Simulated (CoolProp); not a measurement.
A single-stage vapour-compression cycle with R21: evaporating at 240.15 K (dew point), condensing at 289.15 K (bubble point), superheat 8 K, subcooling 2 K, compressor efficiency 0.9, no pressure losses. Each further row changes one setting.

The numbers come from the reference Helmholtz-energy equation of state, Platzer 1990 in CoolProp. This equation is an older, rougher fit; its heat capacities, sound speeds and derivatives of the liquid may be far off and weren't checked against measurements.

```tsv
case	cooling COP	pressure ratio	discharge temperature (K)	refrigerating effect (kJ/kg)	volumetric capacity (kJ/m³)
as stated	(withheld)	9.27	348.0	218	156
evaporating temperature 245.15 K	(withheld)	7.05	340.9	220	205
condensing temperature 284.15 K	4.28	7.69	(withheld)	223	160
subcooling 7 K	(withheld)	9.27	348.0	223	160
superheat 18 K	(withheld)	9.27	(withheld)	223	(withheld)
compressor efficiency 0.8	(withheld)	9.27	358.9	218	156
```

Q: Complete the blanks.

A: 
- as stated, cooling COP: 3.78
- evaporating temperature 245.15 K, cooling COP: 4.37
- condensing temperature 284.15 K, discharge temperature (K): 339.0
- subcooling 7 K, cooling COP: 3.87
- superheat 18 K, cooling COP: 3.73
- superheat 18 K, discharge temperature (K): 359.8
- superheat 18 K, volumetric capacity (kJ/m³): 154
- compressor efficiency 0.8, cooling COP: 3.36
